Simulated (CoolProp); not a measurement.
Properties of ammonia at several states.

Computed with CoolProp (reference Helmholtz-energy equation of state, Gao 2020).

| T (K) | p (kPa) | phase | density (kg/m³) | Joule-Thomson coefficient (K/MPa) | expansivity (1/kK) | Prandtl number |
|---|---|---|---|---|---|---|
| 398 | 7620 | gas | 59.85 | 9.047 | 10.48 | 1.49 |
| 490.3 | 2590 | gas | 11.30 | 5.795 | 2.393 | 0.868 |
| 459.9 | 5620 | gas | 28.55 | 6.627 | 3.428 | 0.960 |
| 481.7 | 1650 | gas | 7.226 | 6.149 | 2.312 | 0.857 |
| 285.5 | 822 | liquid | 621.6 | -0.1162 | 2.319 | 1.34 |

Viscosity comes from a separate model (Fenghour 1995). Thermal conductivity comes from a separate model (Tufeu 1984).
